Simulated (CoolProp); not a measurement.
Computed with CoolProp (reference Helmholtz-energy equation of state, Outcalt 1996). It is a modified Benedict-Webb-Rubin equation, recast in Helmholtz form.

Problem. For R152A, give the phase and the density (kg/m³), Joule-Thomson coefficient (K/MPa), isothermal compressibility (1/MPa), expansivity (1/kK) at -80.05 °C and 20.9 bar; -55.05 °C and 20.9 bar; -29.95 °C and 20.9 bar.

Solution. 
- -80.05 °C and 20.9 bar: liquid; density 1120, Joule-Thomson coefficient -0.396, isothermal compressibility 0.000954, expansivity 1.66
- -55.05 °C and 20.9 bar: liquid; density 1080, Joule-Thomson coefficient -0.365, isothermal compressibility 0.00126, expansivity 1.79
- -29.95 °C and 20.9 bar: liquid; density 1030, Joule-Thomson coefficient -0.316, isothermal compressibility 0.00170, expansivity 1.97
